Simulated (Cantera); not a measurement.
A Cantera script and its output.

```python
import numpy as np
import cantera as ct

gas = ct.Solution("gri30.yaml")


def delay(T, t_max=10):
    gas.TPX = T, 170000, {'CH4': 1, 'O2': 2.82, 'N2': 14.4}
    reactor = ct.IdealGasReactor(gas, clone=False)
    net = ct.ReactorNet([reactor])
    net.rtol, net.atol = 1e-8, 1e-16
    while net.time < t_max:
        t_old, T_old = net.time, reactor.T
        net.step()
        if reactor.T > T + 400:  # ignition: a rise of 400 K
            return t_old + (T + 400 - T_old) / (reactor.T - T_old) * (net.time - t_old)
    return np.nan


taus = []
for T in [1300, 1400, 1500, 1600, 1700, 1800, 1900, 2000, 2100]:
    taus.append(delay(T))
    print(f"T0 = {T:6g} K   tau = {taus[-1]:.4e} s")
```

Result:

```
T0 =   1300 K   tau = 8.1767e-03 s
T0 =   1400 K   tau = 2.4631e-03 s
T0 =   1500 K   tau = 8.4610e-04 s
T0 =   1600 K   tau = 3.3546e-04 s
T0 =   1700 K   tau = 1.5272e-04 s
T0 =   1800 K   tau = 7.8013e-05 s
T0 =   1900 K   tau = 4.3632e-05 s
T0 =   2000 K   tau = 2.6209e-05 s
T0 =   2100 K   tau = 1.6678e-05 s
```

Cantera simulation using GRI-Mech 3.0 (53 species, 325 reactions); the numbers are that mechanism's predictions, not measurements.
